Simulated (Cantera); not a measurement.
Input (Python, Cantera):

```python
import numpy as np
import cantera as ct

gas = ct.Solution("gri30.yaml")
gas.TPX = 400, 1000000, {'CO': 1, 'H2': 0.23, 'CH4': 0.11, 'O2': 0.522, 'N2': 3.08}
inlet = ct.Reservoir(gas, clone=True)
gas.equilibrate("HP")  # start burning
reactor = ct.IdealGasConstPressureReactor(gas, energy="on", clone=False)
exhaust = ct.Reservoir(gas, clone=True)
tau = [0.39, 0.13, 0.042, 0.014, 0.0046, 0.0015, 0.0005, 0.00016, 5.4e-05, 1.8e-05][0]
for a, b in ((inlet, reactor), (reactor, exhaust)):
    ct.MassFlowController(a, b, mdot=lambda t: reactor.mass / tau)
net = ct.ReactorNet([reactor])
show = ['CO', 'H2', 'CH4', 'H2O', 'O', 'CO2']

rows = []
print(f"{'tau/s':>10s}{'T/K':>9s}" + "".join(f"{s:>11s}" for s in show))
for tau in [0.39, 0.13, 0.042, 0.014, 0.0046, 0.0015, 0.0005, 0.00016, 5.4e-05, 1.8e-05]:
    net.initial_time = 0.0
    net.advance(30 * tau)
    before = gas.X
    net.advance(40 * tau)
    drift = np.max(np.abs(gas.X - before) / (gas.X + 1e-9))
    rows.append([gas.T, *gas[show].X, drift])
    print(f"{tau:10.3e}{gas.T:9.1f}" + "".join(f"{x:11.3e}" for x in gas[show].X))
```

It prints:

```
     tau/s      T/K         CO         H2        CH4        H2O          O        CO2
 3.900e-01   1898.3  1.169e-01  1.792e-02  3.134e-05  7.894e-02  1.088e-07  1.223e-01
 1.300e-01   1897.7  1.169e-01  1.788e-02  4.822e-05  7.892e-02  2.478e-07  1.223e-01
 4.200e-02   1896.4  1.170e-01  1.783e-02  6.485e-05  7.888e-02  6.639e-07  1.221e-01
 1.400e-02   1894.0  1.171e-01  1.776e-02  7.746e-05  7.883e-02  1.921e-06  1.219e-01
 4.600e-03   1889.8  1.174e-01  1.765e-02  8.943e-05  7.873e-02  6.026e-06  1.216e-01
 1.500e-03   1882.2  1.179e-01  1.748e-02  1.077e-04  7.853e-02  1.954e-05  1.209e-01
 5.000e-04   1868.6  1.188e-01  1.720e-02  1.426e-04  7.816e-02  6.060e-05  1.198e-01
 1.600e-04   1841.5  1.208e-01  1.672e-02  2.202e-04  7.755e-02  1.825e-04  1.172e-01
 5.400e-05   1787.2  1.261e-01  1.587e-02  4.124e-04  7.683e-02  4.603e-04  1.108e-01
 1.800e-05    400.0  2.023e-01  4.654e-02  2.226e-02 -5.222e-15  1.147e-24 -6.036e-15
```

Detailed kinetics in Cantera: GRI-Mech 3.0 (53 species, 325 reactions).
